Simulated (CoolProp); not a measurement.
A closed Brayton cycle with carbon dioxide: compressor inlet 305.15 K and 8.3 MPa, high pressure 22.2 MPa, turbine inlet 940 K, compressor efficiency 0.85, turbine efficiency 0.85, recuperator effectiveness 0.8 (on enthalpy, no pinch check). Each further row changes one setting.

Values from CoolProp's reference Helmholtz-energy equation of state, Span 1996.

```
case                           thermal efficiency (%)  net work (kJ/kg)  compressor to turbine work  compressor exit (K)  turbine exit (K)
-----------------------------  ----------------------  ----------------  --------------------------  -------------------  ----------------
as stated                                         ___               118                        0.16                330.6             819.3
turbine inlet 890 K                               ___               110                         ___                330.6               ___
compressor inlet 315.15 K                         ___              99.5                        0.29                385.5             819.3
high pressure 18.9 MPa                           27.3               ___                         ___                325.7             838.4
recuperator effectiveness 0.5                    20.7               118                        0.16                330.6             819.3
```

Q: What belongs in the gaps?

A: 
- as stated, thermal efficiency (%): 30.1
- turbine inlet 890 K, thermal efficiency (%): 29.4
- turbine inlet 890 K, compressor to turbine work: 0.17
- turbine inlet 890 K, turbine exit (K): 773.4
- compressor inlet 315.15 K, thermal efficiency (%): 29.9
- high pressure 18.9 MPa, net work (kJ/kg): 102
- high pressure 18.9 MPa, compressor to turbine work: 0.14
